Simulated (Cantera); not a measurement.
A closed system holds: 1 mol Fe, 0.052 mol H₂O, 0.17 mol H₂, 0.023 mol Cl₂, held at 1225 K and 3.90 bar.

Equilibrium computed with Cantera from the NASA thermochemical tables; the gas is ideal and each condensed phase is pure. Candidate condensed phases: Fe, FeCl₂, FeCl₃, FeO, Fe(OH)₂, Fe(OH)₃, Fe₂O₃, Fe₃O₄, H₂O; 22 gas species. Mutual solubility and eutectic melting of coexisting phases are not modelled. The tables' stoichiometric FeO is somewhat more stable than real wüstite, so its field is too wide. FeO: taken at fixed stoichiometry. The numbers say what is thermodynamically allowed, not how fast it happens.

Base state: H₂ 0.642, H₂O 0.186, HCl 0.156, FeCl₂ 0.0152, Fe₂Cl₄ 0.000445 (mole fractions); condensed: Fe(γ) + FeO(s).

**Question.** What changes in the equilibrium state with this change: temperature from 1225 K to 900 K?

**Answer.** 
| species | before | after |
|---|---|---|
| H₂ | 0.642 | 0.821 |
| H₂O | 0.186 | 0.111 |
| HCl | 0.156 | 0.0679 |
| FeCl₂ | 0.0152 | 0.000565 |
| Fe₂Cl₄ | 0.000445 | 9.63e-5 |
| Fe(γ), mol | 0.990 | 0 |
| FeO(s), mol | 0.00637 | 0.0265 |
| Fe(α), mol | 0 | 0.958 |
| FeCl₂(s), mol | 0 | 0.0150 |
